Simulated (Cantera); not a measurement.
## Premixed flame

A freely propagating, adiabatic, planar premixed flame of 37.1 % H₂, 13.2 % O₂, 49.7 % N₂, equivalence ratio 1.4, unburnt at 575 K and 1.00 bar; mixture-averaged transport, grid criteria slope 0.08 and curve 0.16, no radiation.

Model: the H2/O2 subset of GRI-Mech 3.0, which has no nitrogen chemistry, integrated in Cantera. Burning velocities carry a grid error of a few per cent, more on coarse grids.

| z (mm) | T (K) | u (m/s) | x H₂ | x O₂ | x H₂O | x H₂O₂ | x HO₂ | x O |
|---|---|---|---|---|---|---|---|---|
| -1.35 | 575 | 8.19 | 0.371 | 0.132 | <1e-8 | <1e-8 | <1e-8 | <1e-8 |
| -0.898 | 575 | 8.19 | 0.371 | 0.132 | <1e-8 | <1e-8 | <1e-8 | <1e-8 |
| -0.673 | 575 | 8.19 | 0.371 | 0.132 | <1e-8 | <1e-8 | <1e-8 | <1e-8 |
| -0.449 | 575 | 8.19 | 0.371 | 0.132 | 5.35e-8 | <1e-8 | 3.14e-7 | <1e-8 |
| -0.224 | 588 | 8.35 | 0.368 | 0.132 | 0.000496 | 2.66e-6 | 0.000216 | 7.01e-6 |
| -0.112 | 798 | 11.1 | 0.336 | 0.127 | 0.0181 | 1.41e-5 | 0.000192 | 0.000324 |
| 0 | 1248 | 16.8 | 0.221 | 0.0849 | 0.110 | 3.62e-6 | 7.67e-5 | 0.00517 |
| 0.112 | 1560 | 20.7 | 0.122 | 0.0257 | 0.218 | 2.13e-6 | 2.21e-5 | 0.00854 |
| 0.224 | 1698 | 22.4 | 0.103 | 0.0111 | 0.246 | 1.36e-6 | 8.91e-6 | 0.00785 |
| 0.449 | 1840 | 24.0 | 0.104 | 0.00729 | 0.256 | 7.66e-7 | 5.28e-6 | 0.00664 |
| 0.898 | 1990 | 25.7 | 0.108 | 0.00532 | 0.264 | 4.10e-7 | 3.48e-6 | 0.00501 |
| 1.80 | 2137 | 27.3 | 0.112 | 0.00346 | 0.273 | 2.27e-7 | 2.15e-6 | 0.00329 |
| 3.59 | 2264 | 28.6 | 0.114 | 0.00196 | 0.283 | 1.35e-7 | 1.23e-6 | 0.00186 |
x: mole fraction of selected species; z is measured from the peak of heat release.

The laminar burning velocity comes out as 819 cm/s and the thermal thickness is 0.449 mm. The peak x(H₂O₂) is 1.46e-5 and the peak x(HO₂) is 0.000301. The peak x(O) is 0.00855 and the grid points is 137.
